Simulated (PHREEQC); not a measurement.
Consider water at 40 °C with 0.0093 mol CaSO4 and 3.8e-05 mol CO2 per kg of water. Closed to the air; pH follows from the charge balance.

All values are PHREEQC results (ion-association model, wateq4f.dat), not measurements.

- pH: 5.47
- ionic strength: 0.0260 mol/kgw

```json
[
 {"species": "Ca+2", "molality": "0.00649", "activity": "0.00354", "log γ": "-0.262"},
 {"species": "SO4-2", "molality": "0.00649", "activity": "0.00350", "log γ": "-0.268"},
 {"species": "CaSO4", "molality": "0.00281", "activity": "0.00283", "log γ": "0.003"},
 {"species": "CO2", "molality": "3.21e-5", "activity": "3.23e-5", "log γ": "0.003"},
 {"species": "HCO3-", "molality": "5.57e-6", "activity": "4.79e-6", "log γ": "-0.066"},
 {"species": "H+", "molality": "3.88e-6", "activity": "3.40e-6", "log γ": "-0.057"},
 {"species": "HSO4-", "molality": "1.91e-6", "activity": "1.64e-6", "log γ": "-0.068"},
 {"species": "CaHCO3+", "molality": "2.97e-7", "activity": "2.56e-7", "log γ": "-0.064"},
 {"species": "CaHSO4+", "molality": "8.17e-8", "activity": "6.98e-8", "log γ": "-0.069"},
 {"species": "OH-", "molality": "9.91e-9", "activity": "8.41e-9", "log γ": "-0.071"}
]
```

No solid was allowed to form. At this temperature some constants are extrapolated from 25 °C, and those without enthalpy data are left unchanged.
